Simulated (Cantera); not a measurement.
An isothermal, constant-pressure homogeneous reactor starts with CO : O2 : H2O : N2 = 0.0018 : 0.041 : 0.0012 : 1 (molar parts), at 1500 K and 1.00 bar. Integrator tolerance rtol = 1e-08.

Model: GRI-Mech 3.0 (53 species, 325 reactions), integrated in Cantera.

Task: What does this change do: N2 1 to 0.12 parts?

Result: 
```json
[
 {"quantity": "x(CO) at 60.0 s", "before": "4.33e-8 (gas-phase equilibrium 4.35e-8)", "after": "1.10e-7 (gas-phase equilibrium 1.10e-7)"},
 {"quantity": "x(O2) at 60.0 s", "before": "0.0384 (gas-phase equilibrium 0.0382)", "after": "0.246 (gas-phase equilibrium 0.245)"},
 {"quantity": "x(H2O) at 60.0 s", "before": "0.00115 (gas-phase equilibrium 0.00115)", "after": "0.00735 (gas-phase equilibrium 0.00735)"},
 {"quantity": "x(HO2) at 60.0 s", "before": "5.82e-9 (gas-phase equilibrium 5.78e-9)", "after": "5.92e-8 (gas-phase equilibrium 5.91e-8)"},
 {"quantity": "x(NO) at 60.0 s", "before": "2.17e-6 (gas-phase equilibrium 0.000578)", "after": "4.35e-6 (gas-phase equilibrium 0.00128)"}
]
```
